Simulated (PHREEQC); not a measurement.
Solution (35 °C): 1.9 mmol/kgw KHCO3, 0.63 mmol/kgw NH3 and 85 mmol/kgw LiCl. Closed to the air; pH follows from the charge balance.

Equilibrium calculation in PHREEQC: ion-association model, phreeqc.dat.

Each row changes one thing in this solution. No solid was allowed to form.

```json
[
 {"case": "as made", "pH": "9.14", "HCO3- (mol/kgw)": "0.00164", "CO3-2 (mol/kgw)": "0.000256", "CO2 (mol/kgw)": "1.88e-6", "SI of Sylvite (KCl)": "-4.97"},
 {"case": "diluted 10-fold with water", "pH": "(withheld)", "HCO3- (mol/kgw)": "0.000178", "CO3-2 (mol/kgw)": "1.21e-5", "CO2 (mol/kgw)": "3.61e-7", "SI of Sylvite (KCl)": "-6.83"},
 {"case": "NH3 from 0.00063 to 0.0063 mol/kgw", "pH": "(withheld)", "HCO3- (mol/kgw)": "0.00110", "CO3-2 (mol/kgw)": "0.000804", "CO2 (mol/kgw)": "2.67e-7", "SI of Sylvite (KCl)": "-4.97"},
 {"case": "NH3 from 0.00063 to 0.000126 mol/kgw", "pH": "8.64", "HCO3- (mol/kgw)": "(withheld)", "CO3-2 (mol/kgw)": "8.75e-5", "CO2 (mol/kgw)": "6.64e-6", "SI of Sylvite (KCl)": "-4.96"},
 {"case": "diluted 5-fold with water", "pH": "9.06", "HCO3- (mol/kgw)": "0.000347", "CO3-2 (mol/kgw)": "3.26e-5", "CO2 (mol/kgw)": "5.42e-7", "SI of Sylvite (KCl)": "-6.26"},
 {"case": "NH3 left out", "pH": "8.05", "HCO3- (mol/kgw)": "0.00185", "CO3-2 (mol/kgw)": "2.32e-5", "CO2 (mol/kgw)": "2.63e-5", "SI of Sylvite (KCl)": "-4.96"},
 {"case": "NH3 from 0.00063 to 0.000945 mol/kgw", "pH": "9.27", "HCO3- (mol/kgw)": "0.00157", "CO3-2 (mol/kgw)": "0.000325", "CO2 (mol/kgw)": "1.36e-6", "SI of Sylvite (KCl)": "-4.97"}
]
```

Q: What belongs in the gaps?

A: 
- diluted 10-fold with water, pH: 8.96
- NH3 from 0.00063 to 0.0063 mol/kgw, pH: 9.81
- NH3 from 0.00063 to 0.000126 mol/kgw, HCO3- (mol/kgw): 0.00181
